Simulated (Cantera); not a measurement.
An isothermal, constant-pressure homogeneous reactor starts with H2 : O2 : N2 = 1.6 : 1 : 6.4 (molar parts), equivalence ratio 0.80, at 800 K and 105 Torr.

Model: GRI-Mech 3.0 (53 species, 325 reactions), integrated in Cantera. Radical loss at walls, strong at low pressure, is not modelled. Below about 950 K walls govern HO2 and H2O2 in real vessels. The temperature is held fixed by assumption; the heat of reaction is taken as removed at once.

Predict: x(H2) at 30.0 s; x(O2) at 30.0 s; x(H2O2) at 30.0 s; x(NO2) at 30.0 s; x(NO) at 30.0 s; x(H) at 30.0 s.


```json
{
 "x(H2) at 30.0 s": "0.0945 (gas-phase equilibrium <1e-12)",
 "x(O2) at 30.0 s": "0.0704 (gas-phase equilibrium 0.0244)",
 "x(H2O2) at 30.0 s": "0.000191 (gas-phase equilibrium 1.32e-12)",
 "x(NO2) at 30.0 s": "7.70e-9 (gas-phase equilibrium 2.68e-8)",
 "x(NO) at 30.0 s": "1.20e-9 (gas-phase equilibrium 6.84e-7)",
 "x(H) at 30.0 s": "2.16e-8 (gas-phase equilibrium <1e-12)"
}
```
